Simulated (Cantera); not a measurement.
A closed system holds: 1 mol Al₂O₃, 0.027 mol C, 2.2 mol N₂, at 0.0293 Torr.

These are equilibrium values from Cantera (NASA tables, ideal gas, pure condensed phases), not measurements of a reactor. Candidate condensed phases: Al, AlN, Al₂O₃, C; 32 gas species. Kinetics and transport are ignored.

Which condensed phases are stable at each of these points (T (K)): 2375, 2425, 2475, 2525, 2575, 2625, 2675, 2725, 2775?


```json
[
 {"T (K)": "2375", "condensed phases": "Al₂O₃(l)", "Al condensed (%)": "91.4"},
 {"T (K)": "2425", "condensed phases": "Al₂O₃(l)", "Al condensed (%)": "82.2"},
 {"T (K)": "2475", "condensed phases": "Al₂O₃(l)", "Al condensed (%)": "56.9"},
 {"T (K)": "2525", "condensed phases": "gas only", "Al condensed (%)": "0.0"},
 {"T (K)": "2575", "condensed phases": "gas only", "Al condensed (%)": "0.0"},
 {"T (K)": "2625", "condensed phases": "gas only", "Al condensed (%)": "0.0"},
 {"T (K)": "2675", "condensed phases": "gas only", "Al condensed (%)": "0.0"},
 {"T (K)": "2725", "condensed phases": "gas only", "Al condensed (%)": "0.0"},
 {"T (K)": "2775", "condensed phases": "gas only", "Al condensed (%)": "0.0"}
]
```

From 2375 K to 2475 K the condensed part is Al₂O₃(l). From 2525 K to 2775 K nothing is condensed.
